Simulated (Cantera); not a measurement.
A closed system holds: 1 mol CCl₄, 0.011 mol CH₄, 0.23 mol H₂, held at 1323 K and 0.00770 bar.

Cantera equilibrium calculation (NASA polynomials, part measured and part estimated; ideal gas, pure solids and liquids). Candidate condensed phases: C, C₆H₆, C₇H₈, C₈H₁₈; 91 gas species. Rates play no part.

Base state: Cl₂ 0.652, HCl 0.208, Cl 0.140 (mole fractions); condensed: C(graphite).

What changes in the equilibrium state with this change: pressure from 0.00770 bar to 0.0690 bar?


```
species            before    after
----------------  -------  -------
Cl₂                 0.652    0.732
HCl                 0.208    0.218
Cl                  0.140   0.0494
CCl₄              1.68e-6  1.90e-5
C(graphite), mol     1.01     1.01
```

What changes in the equilibrium state with this change: pressure from 0.00770 bar to 0.510 bar?


```tsv
species	before	after
Cl₂	0.652	0.760
HCl	0.208	0.222
Cl	0.140	0.0185
CCl₄	1.68e-6	0.000151
C(graphite), mol	1.01	1.01
```
Gases not in the tables: chlorinated aromatics.

What changes in the equilibrium state with this change: CH₄ from 0.011 to 0.37 mol?


```json
[
 {"species": "HCl", "before": "0.208", "after": "0.623"},
 {"species": "Cl₂", "before": "0.652", "after": "0.285"},
 {"species": "Cl", "before": "0.140", "after": "0.0923"},
 {"species": "C(graphite), mol", "before": "1.01", "after": "1.37"}
]
```
